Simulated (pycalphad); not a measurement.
Computed with pycalphad from the COST 507 light-alloy database (1999), at 1 atm. The database dates from 1999; later assessments differ in places, in temperatures and in the compounds included. Phase fractions are per mole of atoms.

### Question
Give the equilibrium state of Hf-75.2C (at.%) at 1727 °C.

### Answer
```
T = 2000.00 K, P = 101325 Pa, N = 1 mol of atoms
G = -118887 J/mol, H = -12601 J/mol, S = 53.14 J/(mol K)  (SER reference)
chemical potentials (J/mol): Hf -339944, C -45985
phase             fraction      x(Hf)       x(C)
GRAPHITE            0.5059       none     1.0000
FCC_A1              0.4941     0.5020     0.4980
```

FCC_A1 is fcc. An entry "none" or "no" means that the model of the phase leaves that element out. The fcc model also describes the rock-salt carbide or nitride (TiC, TiN, HfC).
